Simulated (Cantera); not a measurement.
Charge: 1 mol SiHCl3, 0.015 mol C3H8, 630 mol H2, equilibrated at 2800 Pa.

Cantera equilibrium calculation (NASA polynomials, part measured and part estimated; ideal gas, pure solids and liquids). Candidate condensed phases: C, C6H6, C7H8, C8H18, Si, SiC; 109 gas species. Mutual solubility and eutectic melting of coexisting phases are not modelled. Gases not in the tables: Si2H6 and higher silanes. Kinetics and transport are ignored.

Which condensed phases are stable at each of these points (T (K)): 1050, 1150, 1250, 1350, 1450, 1550, 1650, 1750, 1850, 1950, 2050, 2150, 2250, 2350?


```tsv
T (K)	condensed phases	Si condensed (%)
1050	Si(s) + SiC(s)	94.5
1150	Si(s) + SiC(s)	96.5
1250	Si(s) + SiC(s)	96.4
1350	Si(s) + SiC(s)	96.1
1450	Si(s) + SiC(s)	95.7
1550	Si(s) + SiC(s)	95.2
1650	Si(s) + SiC(s)	93.8
1750	Si(l) + SiC(s)	89.7
1850	Si(l) + SiC(s)	75.1
1950	Si(l) + SiC(s)	25.5
2050	gas only	0.0
2150	gas only	0.0
2250	gas only	0.0
2350	gas only	0.0
```

From 1050 K to 1650 K the condensed part is Si(s) + SiC(s). From 1750 K to 1950 K the condensed part is Si(l) + SiC(s). From 2050 K to 2350 K nothing is condensed.
